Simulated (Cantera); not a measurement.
What does this Cantera script print?

```python
import numpy as np
import cantera as ct

gas_names = """
    AL ALCL ALCL2 ALCL3 ALN ALO ALOCL ALO2 AL2 AL2CL6 AL2O AL2O2 CL CLO CL2 N NO NO2 NO3 N2 N2O O O2 O3
""".split()
cond_names = """
    AL(cr) AL(L) ALCL3(s) ALCL3(L) ALN(s) AL2O3(a) AL2O3(L)
""".split()


# ... load() reads the species with a 1 bar reference pressure and builds the phases ...
atoms = {
    'AlN': {'AL': 1, 'N': 1},
    'Cl2': {'CL': 2},
    'O2': {'O': 2},
}
top_T = {'ALN(s)': 2750}  # K; cautious upper limits of use, not melting points


# ... equilibrate(T, P, feed) seeds the gas with the atoms and calls Mixture.equilibrate('TP', solver="vcs", rtol=1e-11, max_steps=5000) ...
results = []
feed = {'AlN': 1, 'Cl2': 0.073, 'O2': 2}  # mol
P = 310000  # Pa
for T in [823, 898, 973, 1048, 1123, 1198, 1273, 1348, 1423, 1498, 1573, 1648, 1723]:
    mix = equilibrate(T, P, feed)
    results.append((T, P, feed, dict(zip(mix.species_names, mix.species_moles))))

top = {s: max(r[3][s] / sum(r[3][g] for g in gas_names) for r in results) for s in gas_names}
cols = sorted((s for s in top if top[s] > 0.001), key=lambda s: -top[s])[:7]
seen = [c for c in cond_names if any(r[3].get(c, 0) > 1e-12 for r in results)]
print("log10 of partial pressures in bar; condensed amounts in mol")
print(f"{'T/K':>10s}" + "".join(f"{s[:9]:>10s}" for s in cols + seen))
for T, P, feed, n in results:
    ng = sum(n[g] for g in gas_names)
    print(f"{T:10.4g}" + "".join(f"{np.log10(max(n[s] / ng * P / 1e5, 1e-99)):10.3f}" for s in cols)
          + "".join(f"{n.get(c, 0):10.4g}" for c in seen))
```

Output:

```
log10 of partial pressures in bar; condensed amounts in mol
       T/K        O2        N2       CL2        CL        NO  AL2O3(a)
       823     0.327    -0.070    -0.906    -5.257    -5.012       0.5
       898     0.327    -0.070    -0.906    -4.600    -4.528       0.5
       973     0.327    -0.070    -0.906    -4.044    -4.118       0.5
      1048     0.327    -0.071    -0.907    -3.566    -3.767       0.5
      1123     0.327    -0.071    -0.907    -3.152    -3.463       0.5
      1198     0.327    -0.071    -0.909    -2.789    -3.196       0.5
      1273     0.327    -0.071    -0.913    -2.469    -2.962       0.5
      1348     0.327    -0.071    -0.919    -2.186    -2.753       0.5
      1423     0.326    -0.072    -0.929    -1.935    -2.567       0.5
      1498     0.326    -0.073    -0.944    -1.711    -2.400       0.5
      1573     0.325    -0.074    -0.968    -1.514    -2.249       0.5
      1648     0.323    -0.076    -1.002    -1.340    -2.112       0.5
      1723     0.322    -0.078    -1.048    -1.189    -1.987       0.5
```

Equilibrium computed with Cantera from the NASA thermochemical tables; the gas is ideal and each condensed phase is pure. Condensed phases not in the tables: AlOCl.
